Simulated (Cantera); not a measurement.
Charge: 1 mol SO2, 0.11 mol O2, equilibrated at 1677 °C and 1000 Pa.

These are equilibrium values from Cantera (NASA tables, ideal gas, pure condensed phases), not measurements of a reactor. Candidate condensed phases: S; 10 gas species. Equilibrium is a limit: real reactors are often held back by kinetics, nucleation or transport.

Base state: SO2 0.896, O2 0.0994, SO 0.00265, O 0.00142, SO3 0.000183 (mole fractions); condensed: gas only.

### Question
What changes in the equilibrium state with this change: SO2 replaced by PH3?

### Answer
| species | before | after |
|---|---|---|
| H2 | 0 | 0.687 |
| P2 | 0 | 0.201 |
| PO | 0 | 0.0704 |
| SO2 | 0.896 | 0 |
| H2O | 0 | 0.0267 |
| O2 | 0.0994 | 5.78e-9 |
| H | 0 | 0.00950 |
| PO2 | 0 | 0.00409 |
| SO | 0.00265 | 0 |
| P | 0 | 0.00126 |
Gases not in the tables: HPO2, HPO3 and P4O6. Further candidate phases: H2O, P, P4O10.
